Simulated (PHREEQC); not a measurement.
Alkaline etch or developer: speciation

Make-up at 25 °C: 0.0083 mol KOH, 0.00095 mol K2SiO3 and 0.25 mol K3PO4 per kg of water. Closed to the air; pH follows from the charge balance.

Model: ion-association model, phreeqc.dat, run in PHREEQC.

This is a speciation only: nothing precipitates in the calculation.

Q: Predict the pH, ionic strength.

A: pH 12.19; ionic strength 1.47 mol/kgw.

Q: In which forms is Si present?

A: H3SiO4- 73 %, H2SiO4-2 27 % of the Si.

Caution: at this ionic strength the ion-association model is outside its range; a Pitzer model would be the better tool where its parameters exist.
